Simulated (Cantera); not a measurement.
A closed system holds: 1 mol BaF2, 120 mol H2, held at 2048 K and 10.0 Torr.

Cantera equilibrium calculation (NASA polynomials, part measured and part estimated; ideal gas, pure solids and liquids). Candidate condensed phases: Ba, BaF2; 14 gas species. Kinetics and transport are ignored.

Base state: H2 0.967, H 0.0191, HF 0.00611, BaF 0.00518, BaF2 0.00251, Ba 0.000465 (mole fractions); condensed: gas only.

Problem. What changes in the equilibrium state with this change: temperature from 2048 K to 1775 K?

Solution. 
| species | before | after |
|---|---|---|
| H2 | 0.967 | 0.986 |
| BaF2 | 0.00251 | 0.00502 |
| HF | 0.00611 | 0.00329 |
| H | 0.0191 | 0.00249 |
| Ba | 0.000465 | 6.76e-5 |
| BaF | 0.00518 | 0.00315 |
